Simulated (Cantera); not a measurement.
**PbO + O₂ + N₂ (iron carbonyl, mercury and lead vapours)**

Charge: 1 mol PbO, 2.1 mol O₂, a varied amount of N₂, at 1275 K and 0.00150 bar.

These are equilibrium values from Cantera (NASA tables, ideal gas, pure condensed phases), not measurements of a reactor. Candidate condensed phases: Pb, PbO, PbO₂, Pb₃O₄; 12 gas species. Gases not in the tables: (PbO)n polymers. Equilibrium is a limit: real reactors are often held back by kinetics, nucleation or transport.

```tsv
n(N₂) (mol)	x N₂	x O₂	x PbO	x Pb	x NO	x O
7.1	0.694	0.207	0.0934	0.00439	0.000313	1.31e-6
14	0.817	0.124	0.0550	0.00334	0.000263	1.02e-6
20	0.864	0.0921	0.0404	0.00285	0.000233	8.75e-7
27	0.896	0.0708	0.0307	0.00247	0.000208	7.67e-7
33	0.913	0.0591	0.0254	0.00224	0.000192	7.01e-7
40	0.927	0.0496	0.0211	0.00203	0.000177	6.42e-7
46	0.936	0.0436	0.0185	0.00189	0.000167	6.02e-7
53	0.944	0.0382	0.0161	0.00176	0.000157	5.64e-7
```
x: gas mole fraction; nothing condenses.

From 7.1 mol N₂ to 53 mol N₂ nothing is condensed.
